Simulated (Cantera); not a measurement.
A closed system holds: 1 mol SiH₂Cl₂, 0.021 mol C₃H₈, 40 mol H₂, held at 0.00180 bar.

Equilibrium computed with Cantera from the NASA thermochemical tables; the gas is ideal and each condensed phase is pure. Candidate condensed phases: C, C₆H₆, C₇H₈, C₈H₁₈, Si, SiC; 109 gas species. Mutual solubility and eutectic melting of coexisting phases are not modelled. The tables' values for SiCl, SiCl₃ are old estimates; treat these amounts as uncertain. Gases not in the tables: Si₂H₆ and higher silanes. Rates play no part.

x: gas mole fraction; n: condensed amount in mol.

```tsv
T (K)	x H₂	x H	x HCl	x Si	x SiCl₂	x Cl	n Si(s)	n SiC(s)	n Si(l)
1425	0.957	0.000157	0.0382	8.95e-7	0.00460	5.14e-6	0.742	0.0630	0
1475	0.957	0.000299	0.0380	3.19e-6	0.00474	9.61e-6	0.736	0.0630	0
1525	0.957	0.000545	0.0377	1.05e-5	0.00486	1.72e-5	0.731	0.0630	0
1575	0.957	0.000958	0.0375	3.19e-5	0.00497	2.98e-5	0.724	0.0630	0
1625	0.956	0.00163	0.0372	9.05e-5	0.00507	4.98e-5	0.717	0.0630	0
1675	0.955	0.00267	0.0369	0.000241	0.00516	8.08e-5	0.705	0.0629	0
1725	0.953	0.00427	0.0371	0.000564	0.00499	0.000129	0	0.0628	0.694
1775	0.949	0.00665	0.0374	0.00122	0.00473	0.000201	0	0.0625	0.672
1825	0.945	(withheld)	0.0376	(withheld)	0.00447	(withheld)	0	0.0617	(withheld)
1875	0.937	(withheld)	0.0376	(withheld)	0.00421	(withheld)	0	0.0596	(withheld)
1925	0.925	0.0217	0.0373	0.00967	0.00394	0.000657	0	0.0547	0.288
1975	0.910	0.0308	0.0374	0.0160	0.00337	0.000944	0	0.0455	0
2025	0.895	0.0429	0.0392	0.0172	0.00212	0.00139	0	0.0382	0
2075	0.878	0.0588	0.0399	0.0181	0.00128	0.00198	0	0.0237	0
```

Question: What belongs in the gaps?

Answer: 
- 1875, x H: 0.0150
- 1875, x Si: 0.00503
- 1875, x Cl: 0.000454
- 1875, n Si(l): 0.505
- 1825, x H: 0.0101
- 1825, x Si: 0.00253
- 1825, x Cl: 0.000306
- 1825, n Si(l): 0.618
